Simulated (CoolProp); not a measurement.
1000 sccm (0 °C, 1 atm) of nitrogen bubbles through liquid tetrahydrofuran at 275.3 K and leaves saturated at a total pressure of 0.0358 MPa (ideal gas phase). Each further row changes one setting.

Computed with CoolProp (reference Helmholtz-energy equation of state, Fiedler 2023).

| case | vapour pressure (kPa) | mole fraction of vapour | delivery (mg/min) | delivery (sccm) | change of delivery for a bath 1 K warmer (%) |
|---|---|---|---|---|---|
| as stated | 7.18 | 0.201 | 807 | 251 | 6.9 |
| bath temperature 280.3 K | 9.31 | 0.260 | 1130 | 351 | 7.1 |
| total pressure 0.0716 MPa | 7.18 | 0.100 | 359 | 111 | 6.1 |
